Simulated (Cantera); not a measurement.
Cantera run:

```python
import numpy as np
import cantera as ct

gas_names = [...]  # 151 gases of nasa_gas.yaml made of C, H, N, O, Si
cond_names = """
    C(gr) C6H6(L) C7H8(L) C8H18(L),n-octa H2O(s) H2O(L) Si(cr) Si(L) SiC(b) SiO2(Lqz) SiO2(hqz) SiO2(L)
    Si2N2O(s) Si3N4(a)
""".split()


# ... load() reads the species with a 1 bar reference pressure and builds the phases ...
atoms = {
    'TEOS': {'Si': 1, 'C': 8, 'H': 20, 'O': 4},
    'N2O': {'N': 2, 'O': 1},
}
top_T = {'C(gr)': 4500, 'SiC(b)': 3050, 'Si2N2O(s)': 2100, 'Si3N4(a)': 2400}  # K; cautious upper limits of use, not melting points


# ... equilibrate(T, P, feed) seeds the gas with the atoms and calls Mixture.equilibrate('TP', solver="vcs", rtol=1e-11, max_steps=5000) ...
results = []
feed = {'TEOS': 1, 'N2O': 0.3}  # mol
P = 82000  # Pa
for T in [1225, 1325, 1425, 1525, 1625, 1725, 1825, 1925]:
    mix = equilibrate(T, P, feed)
    results.append((T, P, feed, dict(zip(mix.species_names, mix.species_moles))))

top = {s: max(r[3][s] / sum(r[3][g] for g in gas_names) for r in results) for s in gas_names}
cols = sorted((s for s in top if top[s] > 0.0001), key=lambda s: -top[s])[:5]
seen = [c for c in cond_names if any(r[3].get(c, 0) > 1e-12 for r in results)]
print("log10 of partial pressures in bar; condensed amounts in mol")
print(f"{'T/K':>10s}" + "".join(f"{s[:9]:>10s}" for s in cols + seen))
for T, P, feed, n in results:
    ng = sum(n[g] for g in gas_names)
    print(f"{T:10.4g}" + "".join(f"{np.log10(max(n[s] / ng * P / 1e5, 1e-99)):10.3f}" for s in cols)
          + "".join(f"{n.get(c, 0):10.4g}" for c in seen))
```

Output:

```
log10 of partial pressures in bar; condensed amounts in mol
       T/K        H2        CO        N2       CH4       H2O     C(gr)    SiC(b) SiO2(hqz) Si2N2O(s)
      1225    -0.191    -0.828    -1.706    -2.264    -2.725      5.65         0         1         0
      1325    -0.189    -0.825    -1.708    -2.551    -3.157     5.668         0         1         0
      1425    -0.188    -0.825    -1.709    -2.800    -3.530     5.679         0         1         0
      1525    -0.188    -0.822    -1.720    -3.018    -3.852     5.667         0    0.9878  0.005969
      1625    -0.204    -0.719    -2.511    -3.241    -4.049     4.935         0    0.4948    0.2499
      1725    -0.247    -0.622    -1.883    -3.495    -4.245     2.921    0.8501         0   0.06563
      1825    -0.251    -0.620    -1.782    -3.652    -4.469     2.731    0.9745         0         0
      1925    -0.252    -0.621    -1.788    -3.786    -4.668     2.735    0.9668         0         0
```

These are equilibrium values from Cantera (NASA tables, ideal gas, pure condensed phases), not measurements of a reactor. The feed counts by its element totals alone. Mutual solubility and eutectic melting of coexisting phases are not modelled. The tables hold silica as quartz up to 1696 K and as liquid above; real silica turns to tridymite and cristobalite and melts near 1996 K.
